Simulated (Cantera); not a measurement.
Cantera run, input and output.

```python
import numpy as np
import cantera as ct

gas = ct.Solution("h2o2.yaml")
gas.TPX = 973, 1600, {'H2': 0.072, 'O2': 1, 'N2': 1.6}
reactor = ct.IdealGasConstPressureReactor(gas, energy="off", clone=False)
net = ct.ReactorNet([reactor])
net.rtol, net.atol = 1e-08, 1e-18
show = ['H2', 'O2', 'OH', 'H2O2', 'HO2']
times = np.geomspace(0.0002, 7, 14)

steps = ct.SolutionArray(gas, extra=["t"])
rows = []
print(f"{'t/s':>10s}{'T/K':>9s}{'P/Pa':>11s}" + "".join(f"{s:>11s}" for s in show))
for t in times:
    while net.time < t:
        t_next = net.step()
        steps.append(gas.state, t=t_next)
    rows.append([np.interp(t, steps.t, y) for y in (steps.T, steps.P, *steps(*show).X.T)])
    print(f"{t:10.3e}{rows[-1][0]:9.1f}{rows[-1][1]:11.4g}" + "".join(f"{x:11.3e}" for x in rows[-1][2:]))
rate = np.gradient(steps.T, steps.t)
print("integrator steps:", len(steps.t))
if steps.T.max() > steps.T[0] + 200:
    print(f"time of steepest temperature rise: {steps.t[rate.argmax()]:.4e} s")
gas.TPX = 973, 1600, {'H2': 0.072, 'O2': 1, 'N2': 1.6}
gas.equilibrate("TP")
print(f"equilibrium (TP): T = {gas.T:.1f} K  " + "  ".join(f"{s} {gas[s].X[0]:.3e}" for s in show))
```

Output:

```
       t/s      T/K       P/Pa         H2         O2         OH       H2O2        HO2
 2.000e-04    973.0       1600  2.695e-02  3.743e-01  2.012e-12  2.606e-16  1.106e-11
 4.473e-04    973.0       1600  2.695e-02  3.743e-01  7.158e-12  1.309e-15  2.490e-11
 1.000e-03    973.0       1600  2.695e-02  3.743e-01  2.780e-11  6.619e-15  5.678e-11
 2.237e-03    973.0       1600  2.695e-02  3.743e-01  2.132e-10  3.475e-14  1.412e-10
 5.003e-03    973.0       1600  2.695e-02  3.743e-01  1.244e-08  3.474e-13  1.435e-09
 1.119e-02    973.0       1600  2.638e-02  3.739e-01  9.346e-05  3.293e-09  2.800e-06
 2.502e-02    973.0       1600  8.812e-04  3.610e-01  7.946e-04  6.858e-08  3.576e-06
 5.595e-02    973.0       1600  2.214e-04  3.640e-01  3.646e-04  5.570e-08  2.750e-06
 1.251e-01    973.0       1600  4.776e-05  3.653e-01  1.526e-04  4.751e-08  1.588e-06
 2.798e-01    973.0       1600  9.131e-06  3.656e-01  6.509e-05  3.588e-08  6.878e-07
 6.258e-01    973.0       1600  1.730e-06  3.657e-01  2.940e-05  2.215e-08  2.384e-07
 1.400e+00    973.0       1600  3.534e-07  3.657e-01  1.428e-05  1.161e-08  7.470e-08
 3.130e+00    973.0       1600  8.331e-08  3.657e-01  7.506e-06  5.561e-09  2.393e-08
 7.000e+00    973.0       1600  2.337e-08  3.657e-01  4.235e-06  2.572e-09  8.266e-09
integrator steps: 1580
equilibrium (TP): T = 973.0 K  H2 1.374e-11  O2 3.657e-01  OH 1.132e-07  H2O2 4.125e-12  HO2 1.683e-10
```

Cantera simulation using the H2/O2 subset of GRI-Mech 3.0, which has no nitrogen chemistry; the numbers are that mechanism's predictions, not measurements. Radical loss at walls, strong at low pressure, is not modelled.
